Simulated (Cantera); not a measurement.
## SiH₄ + CH₄ + H₂ (silicon carbide growth)

Charge: 1 mol SiH₄, 0.37 mol CH₄, 300 mol H₂, at 9.00 mbar.

Equilibrium computed with Cantera from the NASA thermochemical tables; the gas is ideal and each condensed phase is pure. Candidate condensed phases: C, C₆H₆, C₇H₈, C₈H₁₈, Si, SiC; 87 gas species. Mutual solubility and eutectic melting of coexisting phases are not modelled. Gases not in the tables: Si₂H₆ and higher silanes. The numbers say what is thermodynamically allowed, not how fast it happens.

```
T (°C)   x H₂       x H      x Si     x SiH    x SiH₂    x Si₂C     x Si₂  n Si(s)  n SiC(s)  n Si(l)
------  -----  --------  --------  --------  --------  --------  --------  -------  --------  -------
627      1.00   1.23e-9    <1e-12    <1e-12  3.71e-12    <1e-12    <1e-12    0.630     0.370        0
727      1.00   2.39e-8    <1e-12    <1e-12  9.37e-11    <1e-12    <1e-12    0.630     0.370        0
827     1.000   2.73e-7  2.63e-12  7.52e-12   1.32e-9    <1e-12    <1e-12    0.630     0.370        0
927     1.000   2.08e-6  1.54e-10  2.19e-10   1.19e-8    <1e-12    <1e-12    0.630     0.370        0
1027    1.000   1.17e-5   4.81e-9   3.79e-9   7.65e-8  1.17e-12  1.18e-12    0.630     0.370        0
1127    1.000   5.13e-5   9.15e-8   4.33e-8   3.77e-7  5.97e-11  5.43e-11    0.630     0.370        0
1227    1.000  0.000186   1.17e-6   3.56e-7   1.50e-6   1.78e-9   1.50e-9    0.629     0.370        0
1327    0.999  0.000573   1.08e-5   2.24e-6   5.00e-6   3.44e-8   2.70e-8    0.625     0.370        0
1427    0.998   0.00155   7.54e-5   1.11e-5   1.42e-5   4.55e-7   3.31e-7        0     0.370    0.599
1527    0.996   0.00377  0.000353   3.81e-5   2.98e-5   3.75e-6   2.13e-6        0     0.369    0.500
1627    0.990   0.00832   0.00140  0.000115   5.77e-5   2.46e-5   1.13e-5        0     0.362    0.135
```
x: gas mole fraction; n: condensed amount in mol.

From 627 °C to 1327 °C the condensed part is Si(s) + SiC(s). From 1427 °C to 1627 °C the condensed part is Si(l) + SiC(s).
